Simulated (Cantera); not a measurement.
Mixture: C2H4 : O2 : N2 : CO2 = 1 : 4.17 : 15.7 : 1.7 (molar parts), at 5.60 bar, adiabatic and at constant pressure. Ignition delay is the time to a rise of 400 K.

Cantera simulation using GRI-Mech 3.0 (53 species, 325 reactions); the numbers are that mechanism's predictions, not measurements. GRI-Mech 3.0 was tuned for natural gas; its chemistry of ethylene as a main component is partial and can be far from experiment.

### Question
At T0 = 1275 K, what is the delay, and which 5 reactions control it most (d ln τ / d ln k, from doubling and halving each rate constant)?

### Answer
The delay is 0.148 ms.
| reaction | d ln τ / d ln k | faster rate |
|---|---|---|
| H + O2 <=> O + OH | -1.52 | shortens it |
| C2H3 + O2 <=> CH2CHO + O | -1.35 | shortens it |
| C2H3 + O2 <=> CH2O + HCO | 1.21 | lengthens it |
| C2H4 + O <=> CH2CHO + H | -1.04 | shortens it |
| C2H4 + O <=> CH3 + HCO | 1.00 | lengthens it |
